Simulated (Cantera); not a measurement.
Cantera run:

```python
import numpy as np
import cantera as ct

gas_names = """
    Cr CrN CrO CrO2 CrO3 H HNO HNO2 HNO3 HO2 H2 H2O H2O2 N NH NH2 NH3 NH2OH NO NO2 NO3 N2 N2H2 N2H4 N2O
    O OH O2 O3
""".split()
cond_names = """
    Cr(cr) Cr(L) CrN(s) Cr2N(s) Cr2O3(s) Cr2O3(L) H2O(s) H2O(L)
""".split()


# ... load() reads the species with a 1 bar reference pressure and builds the phases ...
atoms = {
    'Cr2O3': {'Cr': 2, 'O': 3},
    'H2': {'H': 2},
    'N2': {'N': 2},
}
top_T = {'CrN(s)': 1900, 'Cr2N(s)': 1900}  # K; cautious upper limits of use, not melting points


# ... equilibrate(T, P, feed) seeds the gas with the atoms and calls Mixture.equilibrate('TP', solver="vcs", rtol=1e-11, max_steps=5000) ...
results = []
feed = {'Cr2O3': 1, 'H2': 220, 'N2': 2.2}  # mol
P = 34  # Pa
for T in [1098, 1198, 1298, 1398, 1498, 1598, 1698, 1798, 1898, 1998, 2098]:
    mix = equilibrate(T, P, feed)
    results.append((T, P, feed, dict(zip(mix.species_names, mix.species_moles))))

top = {s: max(r[3][s] / sum(r[3][g] for g in gas_names) for r in results) for s in gas_names}
cols = sorted((s for s in top if top[s] > 0.0001), key=lambda s: -top[s])[:7]
seen = [c for c in cond_names if any(r[3].get(c, 0) > 1e-12 for r in results)]
print("log10 of partial pressures in bar; condensed amounts in mol")
print(f"{'T/K':>10s}" + "".join(f"{s[:9]:>10s}" for s in cols + seen))
for T, P, feed, n in results:
    ng = sum(n[g] for g in gas_names)
    print(f"{T:10.4g}" + "".join(f"{np.log10(max(n[s] / ng * P / 1e5, 1e-99)):10.3f}" for s in cols)
          + "".join(f"{n.get(c, 0):10.4g}" for c in seen))
```

It prints:

```
log10 of partial pressures in bar; condensed amounts in mol
       T/K        H2         H       H2O        N2        Cr        OH    Cr(cr)  Cr2O3(s)
      1098    -3.473    -9.343    -7.968    -5.473   -11.205   -16.195  0.004683    0.9977
      1198    -3.473    -8.457    -7.470    -5.473    -9.654   -14.557   0.01461    0.9926
      1298    -3.473    -7.706    -7.052    -5.473    -8.346   -13.173   0.03575    0.9807
      1398    -3.473    -7.062    -6.694    -5.473    -7.230   -11.988   0.04963     0.956
      1498    -3.474    -6.502    -6.269    -5.474    -6.445   -10.844         0    0.8824
      1598    -3.478    -6.013    -5.773    -5.475    -5.950    -9.718         0    0.6307
      1698    -3.486    -5.583    -5.346    -5.478    -5.523    -8.731         0         0
      1798    -3.491    -5.199    -5.349    -5.481    -5.525    -8.239         0         0
      1898    -3.501    -4.858    -5.355    -5.486    -5.531    -7.799         0         0
      1998    -3.520    -4.555    -5.367    -5.495    -5.540    -7.404         0         0
      2098    -3.555    -4.289    -5.390    -5.511    -5.557    -7.050         0         0
```

Equilibrium computed with Cantera from the NASA thermochemical tables; the gas is ideal and each condensed phase is pure. Mutual solubility and eutectic melting of coexisting phases are not modelled.
